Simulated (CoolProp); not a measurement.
Vapour-liquid equilibrium of R125 (1) + n-butane (2) at 518 kPa; x and y are mole fractions of (1).

Model: multi-fluid Helmholtz-energy mixture model, Lemmon 2005 and Bücker 2006; pair parameters Bell 2016, in CoolProp.

### Question
Give the bubble temperature and the first vapour's composition at x = 0.05, 0.5, 0.65. Is there an azeotrope?

### Answer
x = 0.05: 32.8 °C, y = 0.399; x = 0.5: -3.1 °C, y = 0.851; x = 0.65: -4.6 °C, y = 0.870. No azeotrope shows between x = 0.05 and 0.95.

The pair parameters rest on a limited set of measurements; away from them the model extrapolates. With so large a gap from Raoult's law the liquid may split in two, which this calculation doesn't test in full.
